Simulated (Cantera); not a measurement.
# Ignition delay

Mixture: CO : H2 : O2 : N2 = 1 : 0.049 : 0.291 : 1.1 (molar parts), at 0.977 atm, adiabatic and at constant pressure. Ignition delay is the time to a rise of 400 K.

Computed with Cantera and GRI-Mech 3.0 (53 species, 325 reactions). Where the delays flatten at high temperature, the 400 K rule measures the pace of heat release, not the induction time.

```csv
T0 (K),delay (ms)
1450,0.0804
1525,0.0757
1600,0.0741
1675,0.0744
1750,0.0763
```
